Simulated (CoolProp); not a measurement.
Tetradecamethylhexasiloxane (MD4M) at several states: Z from the reference equation and from simpler models built on Tc = 653.2 K, pc = 8.286 bar, ω = 0.800; each cubic takes its own stable root.

Values from CoolProp's reference Helmholtz-energy equation of state, Thol 2019.

```tsv
T (K)	p (bar)	phase	reference
422.5	33.2	liquid	0.5607
295.5	1.91	liquid	0.04012
372.4	1.32	liquid	0.02402
```

**Question.** How far does each simpler model (van der Waals, Soave-Redlich-Kwong) lie from the reference over these 3 states: mean and median of the absolute difference, and the worst?

**Answer.** 
- van der Waals: mean 81.4 %, median 84.6 %, worst +88.4 % at 295.5 K and 1.91 bar
- Soave-Redlich-Kwong: mean 15.9 %, median 15.4 %, worst +19.8 % at 295.5 K and 1.91 bar
